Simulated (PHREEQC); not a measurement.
**Metal-bearing waste water**

Consider water at 66 °C with 0.015 mol CuSO4 and 3.8e-05 mol NaF per kg of water. Closed to the air; pH follows from the charge balance.

The numbers come from PHREEQC with the ion-association model, wateq4f.dat.

This is a speciation only: nothing precipitates in the calculation.

Q: Estimate the pH, ionic strength.

A: pH 4.42; ionic strength 0.0382 mol/kgw.

Q: In which forms is S present?

A: SO4-2 64 %, CuSO4 36 % of the S.

Saturation is exceeded, for instance for Tenorite (slow to form); the values hold only as long as no solid forms. Complexes and solids missing from the database can't appear. At this temperature some constants are extrapolated from 25 °C, and those without enthalpy data are left unchanged.
